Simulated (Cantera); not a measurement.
An isothermal plug-flow reactor at 550 K and 0.890 bar (inlet), inlet velocity 4 m/s, active area per volume 150 1/m; feed H2 : O2 : N2 : H2O = 0.0043 : 0.033 : 0.79 : 0.02 (molar parts), equivalence ratio 0.065.

Model: Deutschmann's 1995 Pt surface mechanism with GRI-Mech 3.0 gas chemistry, integrated in Cantera. Catalytic surfaces can have several steady states; this one follows from the mechanism file's or the stated starting coverage. Mass transfer to the wall is taken as infinitely fast.

What does this change do: O2 0.033 to 0.079 parts?


| quantity | before | after |
|---|---|---|
| x(H2) at z = 0.015 m | 0.00117 | 0.00204 |
| x(O2) at z = 0.015 m | 0.0371 | 0.0872 |
| x(H2O) at z = 0.015 m | 0.0276 | 0.0252 |
| θ(free Pt) at the exit | 0.0490 | 0.0364 |
| θ(O*) at the exit | 0.927 | 0.944 |
| θ(OH*) at the exit | 0.0238 | 0.0200 |

What does this change do: H2 0.0043 to 0.0018 parts?


```
quantity                 before     after
----------------------  -------  --------
x(H2) at z = 0.015 m    0.00117  0.000901
x(O2) at z = 0.015 m     0.0371    0.0385
x(H2O) at z = 0.015 m    0.0276    0.0249
θ(free Pt) at the exit   0.0490    0.0365
θ(O*) at the exit         0.927     0.944
θ(OH*) at the exit       0.0238    0.0197
```
